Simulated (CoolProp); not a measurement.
Properties of n-perfluorobutane along the isotherm 161.05 °C (Tc = 113.2 °C, pc = 2.322 MPa, ω = 0.372).

Values from CoolProp's reference Helmholtz-energy equation of state, Gao 2022.

| p (MPa) | phase | density (kg/m³) | cv (kJ/(kg K)) |
|---|---|---|---|
| 0.145 | gas | 9.689 | 0.9383 |
| 0.29 | gas | 19.65 | 0.9392 |
| 0.435 | gas | 29.89 | 0.9401 |
| 0.581 | gas | 40.53 | 0.9411 |
| 0.726 | gas | 51.43 | 0.9422 |
| 0.871 | gas | 62.69 | 0.9433 |
| 1.02 | gas | 74.68 | 0.9446 |
| 1.16 | gas | 86.35 | 0.9458 |
